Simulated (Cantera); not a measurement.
# Ignition delay

Mixture: 18.3 % CO, 21.9 % H2, 12.6 % O2, 47.2 % N2, at 5.00 bar, adiabatic and at constant volume. Ignition delay is the time to a rise of 400 K.

Detailed kinetics in Cantera: GRI-Mech 3.0 (53 species, 325 reactions). The hydrogen kinetics of GRI-Mech 3.0 are dated; newer H2 mechanisms differ, most at raised pressure. Where the delays flatten at high temperature, the 400 K rule measures the pace of heat release, not the induction time.

| T0 (K) | delay (ms) |
|---|---|
| 1250 | 0.0107 |
| 1300 | 0.00759 |
| 1350 | 0.00579 |
| 1400 | 0.00463 |
| 1450 | 0.00382 |
| 1500 | 0.00323 |

```yaml
apparent activation energy between 1400 and 1500 K: 63 kJ/mol
```
